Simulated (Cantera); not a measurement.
Cantera run:

```python
import numpy as np
import cantera as ct

gas_names = """
    CL CL2 H HCL H2 N NH NH2 NH3 N2 N2H2 N2H4 Si SiCL SiCL2 SiCL3 SiCL4 SiH SiHCL3 SiH2 SiH2CL2 SiH3
    SiH3CL SiH4 SiN Si2 Si2N Si3
""".split()
cond_names = """
    NH4CL(a) NH4CL(b) Si(cr) Si(L) Si3N4(a)
""".split()


# ... load() reads the species with a 1 bar reference pressure and builds the phases ...
atoms = {
    'Si3H8': {'Si': 3, 'H': 8},
    'HCl': {'H': 1, 'CL': 1},
    'N2': {'N': 2},
}
top_T = {'Si3N4(a)': 2400}  # K; cautious upper limits of use, not melting points


# ... equilibrate(T, P, feed) seeds the gas with the atoms and calls Mixture.equilibrate('TP', solver="vcs", rtol=1e-11, max_steps=5000) ...
results = []
T = 950  # K
P = 67000  # Pa
for m in [7.2, 11, 15, 23, 33, 49, 72, 110, 150, 230]:
    feed = {'Si3H8': 1, 'HCl': 3, 'N2': m}  # mol
    mix = equilibrate(T, P, feed)
    results.append((T, P, feed, dict(zip(mix.species_names, mix.species_moles))))
    x = sorted(zip(gas.X, gas.species_names), reverse=True)
    print(f"T = {T:g} K  P = {P:g} Pa  n(N2) = {m:g} mol  gas = {mix.phase_moles(0):.4g} mol")
    print("   x: " + "  ".join(f"{s} {v:.3e}" for v, s in x if v > 1e-06))
    print("   condensed (mol): " + ("  ".join(f"{mix.phase(i).name} {mix.phase_moles(i):.4g}"
          for i in range(1, mix.n_phases) if mix.phase_moles(i) > 1e-12) or "none"))
```

Output:

```
T = 950 K  P = 67000 Pa  n(N2) = 7.2 mol  gas = 12.16 mol
   x: N2 4.337e-01  H2 3.471e-01  HCL 2.099e-01  SiCL4 9.142e-03  NH3 7.441e-05  SiHCL3 6.934e-05  SiCL3 1.271e-06
   condensed (mol): Si3N4(a) 0.9627
T = 950 K  P = 67000 Pa  n(N2) = 11 mol  gas = 15.97 mol
   x: N2 5.671e-01  H2 2.611e-01  HCL 1.664e-01  SiCL4 5.337e-03  NH3 5.550e-05  SiHCL3 3.840e-05
   condensed (mol): Si3N4(a) 0.9714
T = 950 K  P = 67000 Pa  n(N2) = 15 mol  gas = 19.98 mol
   x: N2 6.531e-01  H2 2.071e-01  HCL 1.362e-01  SiCL4 3.469e-03  NH3 4.209e-05  SiHCL3 2.419e-05
   condensed (mol): Si3N4(a) 0.9767
T = 950 K  P = 67000 Pa  n(N2) = 23 mol  gas = 27.98 mol
   x: N2 7.517e-01  H2 1.466e-01  HCL 9.988e-02  SiCL4 1.823e-03  NH3 2.688e-05  SiHCL3 1.227e-05
   condensed (mol): Si3N4(a) 0.9829
T = 950 K  P = 67000 Pa  n(N2) = 33 mol  gas = 37.99 mol
   x: N2 8.168e-01  H2 1.073e-01  HCL 7.489e-02  SiCL4 1.017e-03  NH3 1.755e-05  SiHCL3 6.681e-06
   condensed (mol): Si3N4(a) 0.987
T = 950 K  P = 67000 Pa  n(N2) = 49 mol  gas = 53.99 mol
   x: N2 8.709e-01  H2 7.511e-02  HCL 5.349e-02  SiCL4 5.174e-04  NH3 1.061e-05  SiHCL3 3.332e-06
   condensed (mol): Si3N4(a) 0.9906
T = 950 K  P = 67000 Pa  n(N2) = 72 mol  gas = 76.99 mol
   x: N2 9.093e-01  H2 5.247e-02  HCL 3.792e-02  SiCL4 2.602e-04  NH3 6.331e-06  SiHCL3 1.651e-06
   condensed (mol): Si3N4(a) 0.9933
T = 950 K  P = 67000 Pa  n(N2) = 110 mol  gas = 115 mol
   x: N2 9.392e-01  H2 3.502e-02  HCL 2.561e-02  SiCL4 1.190e-04  NH3 3.509e-06
   condensed (mol): Si3N4(a) 0.9954
T = 950 K  P = 67000 Pa  n(N2) = 150 mol  gas = 155 mol
   x: N2 9.549e-01  H2 2.594e-02  HCL 1.909e-02  SiCL4 6.620e-05  NH3 2.255e-06
   condensed (mol): Si3N4(a) 0.9966
T = 950 K  P = 67000 Pa  n(N2) = 230 mol  gas = 235 mol
   x: N2 9.702e-01  H2 1.708e-02  HCL 1.265e-02  SiCL4 2.913e-05  NH3 1.215e-06
   condensed (mol): Si3N4(a) 0.9977
```

Equilibrium computed with Cantera from the NASA thermochemical tables; the gas is ideal and each condensed phase is pure. The feed counts by its element totals alone. N2 is the only nitrogen source here; it is nearly inert below about 1500 K, so the nitride shown seldom forms there in practice.
